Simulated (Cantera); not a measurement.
An adiabatic, constant-pressure homogeneous reactor starts with CH4 : O2 : N2 = 1 : 4.65 : 17.5 (molar parts), equivalence ratio 0.43, at 1325 K and 8.00 bar. Integrator tolerance rtol = 1e-08.

Computed with Cantera and GRI-Mech 3.0 (53 species, 325 reactions).

```
quantity                                                              before                                      after
---------------------------------  -----------------------------------------  -----------------------------------------
time of steepest temperature rise                                   0.969 ms                                   0.928 ms
temperature at 0.800 s                                                2204 K                                     2409 K
equilibrium temperature                                               2204 K                                     2409 K
x(CH4) at 0.800 s                      <1e-12 (gas-phase equilibrium <1e-12)      <1e-12 (gas-phase equilibrium <1e-12)
x(O2) at 0.800 s                         0.109 (gas-phase equilibrium 0.109)        0.106 (gas-phase equilibrium 0.106)
x(H) at 0.800 s                      2.13e-5 (gas-phase equilibrium 2.13e-5)    6.97e-5 (gas-phase equilibrium 6.97e-5)
x(C2H) at 0.800 s                      <1e-12 (gas-phase equilibrium <1e-12)      <1e-12 (gas-phase equilibrium <1e-12)
x(HCO) at 0.800 s                  1.13e-11 (gas-phase equilibrium 1.13e-11)  1.26e-10 (gas-phase equilibrium 1.26e-10)
x(NO) at 0.800 s                     0.00901 (gas-phase equilibrium 0.00901)      0.0135 (gas-phase equilibrium 0.0135)
x(CH3) at 0.800 s                      <1e-12 (gas-phase equilibrium <1e-12)      <1e-12 (gas-phase equilibrium <1e-12)
```

### Question
Name the change that produced these shifts.
A. initial temperature 1325 to 1473 K
B. CH4 1 to 2.3 parts
C. initial temperature 1325 to 1023 K
D. constant volume in place of constant pressure

### Answer
D, constant volume in place of constant pressure
